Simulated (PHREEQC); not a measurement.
A solution holds 0.0073 mol/kgw NaHCO3 and 0.066 mol/kgw Na2CO3, at 85 °C. Closed to the air; pH follows from the charge balance.

Computed with PHREEQC (ion-association model, phreeqc.dat).

**Question.** The ionic strength comes out as 0.0915 mol/kgw. What activity coefficients do NaCO3-, OH-, CO3-2, Na+, HCO3- get?

**Answer.** NaCO3- 0.76, OH- 0.74, CO3-2 0.35, Na+ 0.77, HCO3- 0.77.

No solid was allowed to form. Complexes and solids missing from the database can't appear. Constants without temperature data keep their 25 °C values here.
